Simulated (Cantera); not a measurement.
A perfectly stirred reactor is fed with 6.58 % C₃H₈, 19.6 % O₂, 73.8 % N₂, equivalence ratio 1.7, at 1.00 bar; it is adiabatic with a 525 K inlet, and is followed from long to short residence time, starting on the burning branch (τ in s: 0.025, 0.012, 0.0054, 0.0025, 0.0012, 0.00054, 0.00025, 0.00011, 5.3e-05, 2.5e-05, 1.1e-05).

Model: GRI-Mech 3.0 (53 species, 325 reactions), integrated in Cantera. GRI-Mech 3.0 was tuned for natural gas; its chemistry of propane as a main component is partial and can be far from experiment.

Predict: blow-out, bracketed by the residence times tried; x(C₃H₈) at τ = 25.0 ms; x(O₂) at τ = 25.0 ms; x(CH₄) at τ = 25.0 ms; x(C₂H₆) at τ = 25.0 ms; x(N₂O) at τ = 25.0 ms; x(C₃H₈) at τ = 0.540 ms; x(O₂) at τ = 0.540 ms; x(CH₄) at τ = 0.540 ms; x(C₂H₆) at τ = 0.540 ms; x(N₂O) at τ = 0.540 ms.


```json
{
 "blow_out_bracketed_by_the_residence_times_tried": "burning at 0.250 ms, out at 0.110 ms",
 "x(C₃H₈) at τ = 25.0 ms": "2.75e-6",
 "x(O₂) at τ = 25.0 ms": "0.000360",
 "x(CH₄) at τ = 25.0 ms": "0.000882",
 "x(C₂H₆) at τ = 25.0 ms": "4.73e-7",
 "x(N₂O) at τ = 25.0 ms": "4.18e-8",
 "x(C₃H₈) at τ = 0.540 ms": "9.05e-5",
 "x(O₂) at τ = 0.540 ms": "0.00686",
 "x(CH₄) at τ = 0.540 ms": "0.00228",
 "x(C₂H₆) at τ = 0.540 ms": "1.64e-5",
 "x(N₂O) at τ = 0.540 ms": "2.44e-8"
}
```
